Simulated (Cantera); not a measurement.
A perfectly stirred reactor is fed with CH₄ : N₂ = 1 : 2.2 (molar parts), at 760 Torr; it is held at 1848 K, and followed from long to short residence time.

Model: GRI-Mech 3.0 (53 species, 325 reactions), integrated in Cantera. GRI-Mech 3.0 stops at C3 and has no aromatics, soot or wall deposition, so with more carbon than oxygen in the feed, carbon stays in small species such as C2H2 where larger ones or solid carbon would form.

```json
[
 {"quantity": "x(CH₄) at τ = 22.0 s", "before": "0.00337", "after": "0.00226"},
 {"quantity": "x(C₂H) at τ = 22.0 s", "before": "1.11e-6", "after": "9.91e-7"},
 {"quantity": "x(CH₃) at τ = 22.0 s", "before": "6.03e-5", "after": "4.54e-5"},
 {"quantity": "x(C₂H₆) at τ = 22.0 s", "before": "3.02e-7", "after": "1.66e-7"},
 {"quantity": "x(CH₂) at τ = 22.0 s", "before": "6.27e-8", "after": "5.30e-8"},
 {"quantity": "x(CH₄) at τ = 73.0 ms", "before": "0.0286", "after": "0.0225"},
 {"quantity": "x(C₂H) at τ = 73.0 ms", "before": "9.73e-7", "after": "8.61e-7"},
 {"quantity": "x(CH₃) at τ = 73.0 ms", "before": "0.000484", "after": "0.000428"},
 {"quantity": "x(C₂H₆) at τ = 73.0 ms", "before": "1.42e-5", "after": "1.13e-5"},
 {"quantity": "x(CH₂) at τ = 73.0 ms", "before": "4.47e-7", "after": "4.47e-7"}
]
```

Which change was made?
A. temperature 1848 to 1300 K
B. pressure from 760 Torr to 0.330 Torr
C. temperature 1848 to 1275 K
D. N2 2.2 to 3.3 parts

D, N2 2.2 to 3.3 parts
